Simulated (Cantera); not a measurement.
An adiabatic, constant-volume homogeneous reactor starts with 2.75 % C₃H₈, 9.82 % O₂, 87.4 % N₂, at 1123 K and 0.550 bar.

Cantera simulation using GRI-Mech 3.0 (53 species, 325 reactions); the numbers are that mechanism's predictions, not measurements. GRI-Mech 3.0 was tuned for natural gas; its chemistry of propane as a main component is partial and can be far from experiment.

Task: Predict: time of steepest temperature rise; temperature at 0.200 s; equilibrium temperature; x(O₂) at 0.200 s; x(HCO) at 0.200 s; x(N₂O) at 0.200 s; x(H₂O₂) at 0.200 s.

Result: 
| Item | Result |
|---|---|
| time of steepest temperature rise | 73.0 ms |
| temperature at 0.200 s | 2273 K |
| equilibrium temperature | 2273 K |
| x(O₂) at 0.200 s | 2.70e-5 (gas-phase equilibrium 2.70e-5) |
| x(HCO) at 0.200 s | 1.46e-8 (gas-phase equilibrium 1.46e-8) |
| x(N₂O) at 0.200 s | 1.04e-8 (gas-phase equilibrium 1.06e-8) |
| x(H₂O₂) at 0.200 s | 1.82e-9 (gas-phase equilibrium 1.82e-9) |
